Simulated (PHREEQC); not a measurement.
Synthetic water in mmol/kgw, 20 °C, pH 3.1, pe 10.4:

| constituent | mmol/kgw |
|---|---|
| Na | 6.62 |
| K | 0.0344 |
| Ca | 3.58 |
| Mg | 1.54 |
| Cl | 4.38 |
| S(6) | 7.26 |
| B | 0.00368 |
| Zn | 0.247 |
| Mn(2) | 0.0452 |
| F | 0.3 |

Valence states are taken as typed.

Computed with PHREEQC (ion-association model, phreeqc.dat).

```csv
quantity,before,after
ionic strength (mol/kgw),0.0256,0.0275
SO4-2 (mol/kgw),0.00560,0.00533
CaSO4 (mol/kgw),0.000814,0.000762
MgSO4 (mol/kgw),0.000406,0.000762
HSO4- (mol/kgw),0.000250,0.000235
SI of Fluorite (CaF2),+0.08,+0.06
SI of Gypsum (CaSO4:2H2O),-0.74,-0.77
```

**Question.** What was changed between the two runs?
A. temperature from 20 to 85 °C at the same typed pH
B. Mg from 1.54 to 3.08 mmol/kgw
C. Na from 6.62 to 3.31 mmol/kgw

**Answer.** B, Mg from 1.54 to 3.08 mmol/kgw

No solid was allowed to form. Some of these states are supersaturated (in Fluorite, for instance). Real BF4- forms and hydrolyses slowly; the run takes it at equilibrium.
